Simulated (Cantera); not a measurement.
What does this Cantera script print?

```python
import numpy as np
import cantera as ct

gas_names = """
    C CO CO2 C2 C2O C3 C3O2 C4 C5 O O2 O3 Ti TiO TiO2
""".split()
cond_names = """
    C(gr) Ti(a) Ti(b) Ti(L) TiC(s) TiC(L) TiO(a) TiO(b) TiO(L) TiO2(ru) TiO2(L) Ti2O3(a) Ti2O3(b)
    Ti2O3(L) Ti3O5(a) Ti3O5(b) Ti3O5(L) Ti4O7(s) Ti4O7(L)
""".split()


# ... load() reads the species with a 1 bar reference pressure and builds the phases ...
atoms = {
    'TiO2': {'Ti': 1, 'O': 2},
    'C': {'C': 1},
    'CO': {'C': 1, 'O': 1},
}
top_T = {'C(gr)': 4500}  # K; cautious upper limits of use, not melting points


# ... equilibrate(T, P, feed) seeds the gas with the atoms and calls Mixture.equilibrate('TP', solver="vcs", rtol=1e-11, max_steps=5000) ...
results = []
feed = {'TiO2': 1, 'C': 2.7, 'CO': 2.7}  # mol
T = 800  # K
P = 36  # Pa
mix = equilibrate(T, P, feed)
results.append((T, P, feed, dict(zip(mix.species_names, mix.species_moles))))
print(gas.report(threshold=0.0001))
for i in range(1, mix.n_phases):
    print(f"{mix.phase(i).name:16s} {mix.phase_moles(i):12.5e} mol")
```

Output:

```
       temperature   800 K
          pressure   36 Pa
           density   0.00015447 kg/m^3
  mean mol. weight   28.542 kg/kmol
   phase of matter   gas

                          1 kg             1 kmol
                     ---------------   ---------------
          enthalpy       -3.6615e+06        -1.045e+08  J
   internal energy       -3.8945e+06       -1.1116e+08  J
           entropy             10351        2.9542e+05  J/K
    Gibbs function       -1.1942e+07       -3.4084e+08  J
 heat capacity c_p            1140.2             32543  J/K
 heat capacity c_v            848.88             24228  J/K

                      mass frac. Y      mole frac. X     chem. pot. / RT
                     ---------------   ---------------   ---------------
                CO           0.94877           0.96678           -49.634
               CO2           0.05123          0.033225           -98.033
     [  +13 minor]        1.5452e-18        6.4827e-19

C(gr)             2.78682e+00 mol
Ti(a)             0.00000e+00 mol
TiC(s)            0.00000e+00 mol
TiO(a)            0.00000e+00 mol
TiO2(ru)          1.00000e+00 mol
Ti2O3(b)          0.00000e+00 mol
Ti3O5(b)          0.00000e+00 mol
Ti4O7(s)          0.00000e+00 mol
```

Method: chemical equilibrium by Gibbs-energy minimisation in Cantera with the NASA 1993 tables (ideal gas, pure condensed phases).
